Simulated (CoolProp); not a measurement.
Vapour-liquid equilibrium of carbon dioxide (1) + R142b (2) at 224.9 K; x and y are mole fractions of (1).

Values from CoolProp's multi-fluid Helmholtz-energy mixture model, Span 1996 and Lemmon 2006; pair parameters Bell 2016.

```csv
x,bubble pressure (kPa),y at the bubble point,dew pressure at overall composition x (kPa),liquid density (mol/L)
0.05,44.68,0.679,15.71,13.09
0.15,113.9,0.885,17.52,13.90
0.25,190.9,0.938,19.80,14.78
0.35,270.2,0.961,22.76,15.76
0.45,347.2,0.974,26.75,16.84
0.55,420.0,0.981,32.45,18.06
0.65,488.5,0.987,41.22,19.43
0.75,554.7,0.991,56.53,20.99
0.85,621.8,0.995,90.09,22.79
0.95,693.4,0.998,224.5,24.89
```

No azeotrope shows between x = 0.05 and 0.95.

Pair parameters are fitted to limited data, so mixtures are less certain than the pure fluids. The gap from Raoult's law changes sign with composition, which may be real or a fault of the pair parameters; it wasn't checked against measurements.
